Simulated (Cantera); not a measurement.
Charge: 1 mol LiCl, 8 mol H₂O, 1 mol H₂, 0.32 mol HCl, equilibrated at 875 K and 0.0100 bar.

Cantera equilibrium calculation (NASA polynomials, part measured and part estimated; ideal gas, pure solids and liquids). Candidate condensed phases: H₂O, Li, LiCl, LiH, LiOH, Li₂O; 25 gas species. The numbers say what is thermodynamically allowed, not how fast it happens.

Base state: H₂O 0.856, H₂ 0.107, HCl 0.0342, Li₂Cl₂ 0.00192, LiCl 0.000919, Li₃Cl₃ 0.000156 (mole fractions); condensed: LiCl(s).

Question: What changes in the equilibrium state with this change: temperature from 875 K to 1473.15 K?

Answer: 
```csv
species,before,after
H₂O,0.856,0.775
H₂,0.107,0.0969
LiCl,0.000919,0.0960
HCl,0.0342,0.0314
LiOH,5.19e-9,0.000379
H,<1e-9,3.95e-5
Cl,<1e-9,1.04e-5
Li₃Cl₃,0.000156,2.54e-8
"LiCl(s), mol",0.951,0
```

Question: What changes in the equilibrium state with this change: pressure from 0.0100 bar to 0.0500 bar?

Answer: 
```tsv
species	before	after
H₂O	0.856	0.858
H₂	0.107	0.107
HCl	0.0342	0.0343
Li₂Cl₂	0.00192	0.000384
LiCl	0.000919	0.000184
Li₃Cl₃	0.000156	3.13e-5
LiCl(s), mol	0.951	0.990
```
